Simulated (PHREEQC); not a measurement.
Solution (90 °C): 0.074 mol NiCl2 and 0.13 mol NaOH per kg of water. Closed to the air; pH follows from the charge balance.

Model: ion-association model, wateq4f.dat, run in PHREEQC.

Each row changes one thing in this solution. Precipitation was switched off in this run.

```tsv
case	pH	ionic strength (mol/kgw)
as made	10.55	0.177
0.017 mol/kgw ZnSO4 added	10.26	0.207
NiCl2 left out	11.40	0.130
NaOH from 0.13 to 0.65 mol/kgw	…	0.651
diluted 10-fold with water	10.02	0.0197
NiCl2 from 0.074 to 0.0814 mol/kgw	10.46	0.187
temperature from 90 to 80 °C	10.51	…
NaOH from 0.13 to 0.117 mol/kgw	10.44	…
```

**Question.** What belongs in the gaps?

**Answer.** 
- NaOH from 0.13 to 0.65 mol/kgw, pH: 11.84
- temperature from 90 to 80 °C, ionic strength (mol/kgw): 0.171
- NaOH from 0.13 to 0.117 mol/kgw, ionic strength (mol/kgw): 0.170

Some of these states are supersaturated (in Zincite(c) (slow to form), for instance). In wateq4f.dat the enthalpy of Ni(OH)2 has the wrong sign, so its saturation index can't be trusted away from 25 °C. Away from 25 °C the constants follow the database's enthalpies or fits; those with neither stay at their 25 °C values.
